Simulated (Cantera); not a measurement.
What does this Cantera script print?

```python
import numpy as np
import cantera as ct

gas = ct.Solution("gri30.yaml")


def delay(T, t_max=10):
    gas.TPX = T, 500000, {'CO': 1, 'H2': 0.29, 'O2': 0.538, 'N2': 2.42}
    reactor = ct.IdealGasConstPressureReactor(gas, clone=False)
    net = ct.ReactorNet([reactor])
    net.rtol, net.atol = 1e-8, 1e-16
    while net.time < t_max:
        t_old, T_old = net.time, reactor.T
        net.step()
        if reactor.T > T + 400:  # ignition: a rise of 400 K
            return t_old + (T + 400 - T_old) / (reactor.T - T_old) * (net.time - t_old)
    return np.nan


taus = []
for T in [1075, 1125, 1175, 1225, 1275, 1325, 1375, 1425]:
    taus.append(delay(T))
    print(f"T0 = {T:6g} K   tau = {taus[-1]:.4e} s")
```

Result:

```
T0 =   1075 K   tau = 3.1943e-04 s
T0 =   1125 K   tau = 8.1426e-05 s
T0 =   1175 K   tau = 3.4419e-05 s
T0 =   1225 K   tau = 2.0414e-05 s
T0 =   1275 K   tau = 1.4282e-05 s
T0 =   1325 K   tau = 1.0938e-05 s
T0 =   1375 K   tau = 8.8746e-06 s
T0 =   1425 K   tau = 7.5017e-06 s
```

Cantera simulation using GRI-Mech 3.0 (53 species, 325 reactions); the numbers are that mechanism's predictions, not measurements. The hydrogen kinetics of GRI-Mech 3.0 are dated; newer H2 mechanisms differ, most at raised pressure. Where the delays flatten at high temperature, the 400 K rule measures the pace of heat release, not the induction time.
